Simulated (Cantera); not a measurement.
An isothermal, constant-pressure homogeneous reactor starts with H2 : O2 = 0.011 : 1 (molar parts), equivalence ratio 0.0055, at 1025 K and 0.0217 atm.

Detailed kinetics in Cantera: the H2/O2 subset of GRI-Mech 3.0, which has no nitrogen chemistry. Radical loss at walls, strong at low pressure, is not modelled.

x: mole fraction; the columns are a selection and need not sum to one.

```json
[
 {"t (s)": "0.000100", "x H2": "0.0109", "x O2": "0.989", "x OH": "1.51e-11", "x H": "1.90e-11", "x HO2": "3.39e-11"},
 {"t (s)": "0.000251", "x H2": "0.0109", "x O2": "0.989", "x OH": "5.86e-11", "x H": "3.39e-11", "x HO2": "8.56e-11"},
 {"t (s)": "0.000631", "x H2": "0.0109", "x O2": "0.989", "x OH": "2.29e-10", "x H": "8.46e-11", "x HO2": "2.19e-10"},
 {"t (s)": "0.00158", "x H2": "0.0109", "x O2": "0.989", "x OH": "1.75e-9", "x H": "5.46e-10", "x HO2": "6.00e-10"},
 {"t (s)": "0.00398", "x H2": "0.0109", "x O2": "0.989", "x OH": "1.48e-7", "x H": "…", "x HO2": "7.57e-9"},
 {"t (s)": "0.0100", "x H2": "0.00526", "x O2": "0.985", "x OH": "0.00112", "x H": "…", "x HO2": "5.63e-6"},
 {"t (s)": "0.0251", "x H2": "5.20e-5", "x O2": "0.985", "x OH": "0.000343", "x H": "…", "x HO2": "2.83e-6"},
 {"t (s)": "0.0631", "x H2": "1.54e-5", "x O2": "0.987", "x OH": "0.000195", "x H": "…", "x HO2": "1.73e-6"},
 {"t (s)": "0.158", "x H2": "3.72e-6", "x O2": "0.989", "x OH": "9.70e-5", "x H": "…", "x HO2": "8.44e-7"},
 {"t (s)": "0.398", "x H2": "7.01e-7", "x O2": "0.989", "x OH": "4.38e-5", "x H": "…", "x HO2": "3.23e-7"},
 {"t (s)": "1.00", "x H2": "1.25e-7", "x O2": "0.989", "x OH": "1.94e-5", "x H": "…", "x HO2": "1.01e-7"}
]
```

Fill in the missing entries.


- 0.00398, x H: 4.47e-8
- 0.0100, x H: 0.000909
- 0.0251, x H: 0.000288
- 0.0631, x H: 6.13e-5
- 0.158, x H: 7.76e-6
- 0.398, x H: 7.07e-7
- 1.00, x H: 6.04e-8
